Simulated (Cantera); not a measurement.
## Moist CO burnout

An isothermal, constant-pressure homogeneous reactor starts with CO : O2 : H2O : N2 = 0.01 : 0.0058 : 0.0037 : 1 (molar parts), equivalence ratio 0.86, at 1350 K and 750 Torr.

Detailed kinetics in Cantera: GRI-Mech 3.0 (53 species, 325 reactions).

| t (s) | x CO | x O2 | x H2O | x OH | x NO |
|---|---|---|---|---|---|
| 1.00e-6 | 0.00981 | 0.00569 | 0.00363 | <1e-12 | <1e-12 |
| 5.62e-6 | 0.00981 | 0.00569 | 0.00363 | 2.24e-12 | <1e-12 |
| 3.16e-5 | 0.00981 | 0.00569 | 0.00363 | 3.09e-11 | <1e-12 |
| 0.000178 | 0.00981 | 0.00569 | 0.00363 | 5.51e-10 | <1e-12 |
| 0.00100 | 0.00981 | 0.00569 | 0.00363 | 4.60e-8 | <1e-12 |
| 0.00562 | 0.00382 | 0.00273 | 0.00296 | 0.000140 | 1.31e-6 |
| 0.0316 | 0.000382 | 0.000988 | 0.00356 | 3.90e-5 | 2.69e-6 |
| 0.178 | 3.46e-5 | 0.000803 | 0.00364 | 1.12e-5 | 2.77e-6 |
| 1.00 | 2.27e-6 | 0.000788 | 0.00365 | 3.12e-6 | 2.78e-6 |
x: mole fraction; the columns are a selection and need not sum to one.

Equilibrium at this temperature and pressure: CO 1.43e-7, O2 0.000770, H2O 0.00365, OH 8.64e-7, NO 3.69e-5 (gas phase only).
